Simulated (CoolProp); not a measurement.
The fluoroketone C6F12O (FK-5-1-12) along the isobar 20.3 bar: fugacity coefficient from the reference equation and from simpler models built on Tc = 441.8 K, pc = 18.69 bar, ω = 0.471; each cubic takes its own stable root.

Values from CoolProp's reference Helmholtz-energy equation of state, McLinden 2015.

```json
[
 {"T (K)": "370.9", "phase": "liquid", "reference": "0.2001", "Redlich-Kwong": "0.2906", "Soave-Redlich-Kwong": "0.2067"},
 {"T (K)": "382.6", "phase": "liquid", "reference": "0.2543", "Redlich-Kwong": "0.3424", "Soave-Redlich-Kwong": "0.2630"},
 {"T (K)": "394.4", "phase": "liquid", "reference": "…", "Redlich-Kwong": "0.3977", "Soave-Redlich-Kwong": "0.3273"},
 {"T (K)": "406.1", "phase": "liquid", "reference": "0.3845", "Redlich-Kwong": "…", "Soave-Redlich-Kwong": "0.3974"},
 {"T (K)": "417.8", "phase": "liquid", "reference": "0.4579", "Redlich-Kwong": "0.5122", "Soave-Redlich-Kwong": "…"},
 {"T (K)": "429.6", "phase": "liquid", "reference": "…", "Redlich-Kwong": "0.5699", "Soave-Redlich-Kwong": "0.5495"},
 {"T (K)": "441.3", "phase": "liquid", "reference": "0.6122", "Redlich-Kwong": "0.6242", "Soave-Redlich-Kwong": "0.6234"},
 {"T (K)": "453", "phase": "supercritical", "reference": "0.6685", "Redlich-Kwong": "…", "Soave-Redlich-Kwong": "0.6763"},
 {"T (K)": "464.8", "phase": "supercritical", "reference": "0.7038", "Redlich-Kwong": "0.6951", "Soave-Redlich-Kwong": "0.7114"},
 {"T (K)": "476.5", "phase": "supercritical", "reference": "0.7326", "Redlich-Kwong": "0.7187", "Soave-Redlich-Kwong": "0.7407"},
 {"T (K)": "488.3", "phase": "supercritical", "reference": "0.7577", "Redlich-Kwong": "…", "Soave-Redlich-Kwong": "0.7665"},
 {"T (K)": "500", "phase": "supercritical", "reference": "0.7797", "Redlich-Kwong": "0.7582", "Soave-Redlich-Kwong": "0.7893"}
]
```

Problem. Some entries are withheld; supply them.

Solution. 
- 394.4, reference: 0.3164
- 406.1, Redlich-Kwong: 0.4545
- 417.8, Soave-Redlich-Kwong: 0.4722
- 429.6, reference: 0.5355
- 453, Redlich-Kwong: 0.6667
- 488.3, Redlich-Kwong: 0.7396
